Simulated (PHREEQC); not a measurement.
A solution holds 0.2 mol/kgw NH4Cl, 0.003 mol/kgw NH3 and 6.4e-05 mol/kgw NaCl, at 25 °C and 10 atm. Closed to the air; pH follows from the charge balance.

All values are PHREEQC results (ion-association model, phreeqc.dat), not measurements.

This is a speciation only: nothing precipitates in the calculation.

Problem. Predict the pH, activity of water.

Solution. pH 7.61; activity of water 0.993.

Problem. In which forms is N present?

Solution. NH4+ 99 %, NH3 1.5 % of the N.
